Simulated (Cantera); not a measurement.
Charge: 1 mol Fe2O3, 2.9 mol SO2, 15 mol N2, equilibrated at 727 °C and 1800 Torr.

Equilibrium computed with Cantera from the NASA thermochemical tables; the gas is ideal and each condensed phase is pure. Candidate condensed phases: Fe, FeO, FeS, FeSO4, FeS2, Fe2O3, Fe2(SO4)3, Fe3O4, S; 19 gas species. The numbers say what is thermodynamically allowed, not how fast it happens.

Base state: N2 0.838, SO2 0.162 (mole fractions); condensed: Fe2O3(s).

Question: What changes in the equilibrium state with this change: temperature from 727 °C to 1300 °C?

Answer: 
| species | before | after |
|---|---|---|
| N2 | 0.838 | 0.830 |
| SO2 | 0.162 | 0.160 |
| O2 | <1e-9 | 0.00874 |
| NO | <1e-9 | 0.000361 |
| SO3 | 1.67e-6 | 0.000607 |
| Fe2O3(s), mol | 1.000 | 0 |
| Fe3O4(s), mol | 0 | 0.667 |
